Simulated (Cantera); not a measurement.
# Catalytic combustion on Pt

An isothermal plug-flow reactor at 875 K and 750 Torr (inlet), inlet velocity 0.27 m/s, active area per volume 9800 1/m; feed 0.272 % CH4, 13.1 % O2, 86.0 % N2, 0.707 % H2O.

Detailed kinetics in Cantera: Deutschmann's 1995 Pt surface mechanism with GRI-Mech 3.0 gas chemistry. Catalytic surfaces can have several steady states; this one follows from the mechanism file's or the stated starting coverage. Mass transfer to the wall is taken as infinitely fast.

| z (m) | x CH4 | x O2 | x H2O | x CO2 | x CO | θ free Pt | θ O* | θ OH* |
|---|---|---|---|---|---|---|---|---|
| 0.0005 | 0.00240 | 0.130 | 0.00772 | 0.000321 | 5.50e-7 | 0.0749 | 0.923 | 0.00171 |
| 0.00097 | 0.00213 | 0.129 | 0.00825 | 0.000590 | 4.89e-7 | 0.0749 | 0.923 | 0.00177 |
| 0.0019 | 0.00168 | 0.129 | 0.00915 | 0.00104 | 3.87e-7 | 0.0751 | 0.923 | 0.00186 |
| 0.0036 | 0.00109 | 0.127 | 0.0103 | 0.00163 | 2.51e-7 | 0.0753 | 0.923 | 0.00198 |
| 0.007 | 0.000456 | 0.126 | 0.0116 | 0.00226 | 1.05e-7 | 0.0755 | 0.922 | 0.00210 |
| 0.013 | 9.70e-5 | 0.125 | 0.0123 | 0.00262 | 2.24e-8 | 0.0756 | 0.922 | 0.00217 |
| 0.026 | 3.38e-6 | 0.125 | 0.0125 | 0.00271 | 8.24e-10 | 0.0756 | 0.922 | 0.00218 |
| 0.05 | 6.87e-9 | 0.125 | 0.0125 | 0.00272 | 4.18e-11 | 0.0756 | 0.922 | 0.00218 |
x: gas mole fraction; θ: surface coverage.
